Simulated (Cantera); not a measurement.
Feed: 1 mol PbF₂, 0.59 mol H₂, at 0.100 bar.

Method: chemical equilibrium by Gibbs-energy minimisation in Cantera with the NASA 1993 tables (ideal gas, pure condensed phases). Candidate condensed phases: Pb, PbF₂; 16 gas species. Each liquid is taken as pure. Mutual solubility and eutectic melting of coexisting phases are not modelled. Rates play no part.

Which condensed phases are stable at each of these points (T (°C)): 852, 902, 952, 1002, 1052, 1102, 1152, 1202, 1252?


| T (°C) | condensed phases | Pb condensed (%) |
|---|---|---|
| 852 | Pb(l) + PbF₂(l) | 95.8 |
| 902 | Pb(l) + PbF₂(l) | 90.7 |
| 952 | Pb(l) + PbF₂(l) | 80.2 |
| 1002 | Pb(l) | 68.4 |
| 1052 | Pb(l) | 62.2 |
| 1102 | Pb(l) | 53.3 |
| 1152 | Pb(l) | 40.1 |
| 1202 | Pb(l) | 18.7 |
| 1252 | gas only | 0.0 |

From 852 °C to 952 °C the condensed part is Pb(l) + PbF₂(l). From 1002 °C to 1202 °C the condensed part is Pb(l). At 1252 °C nothing is condensed.
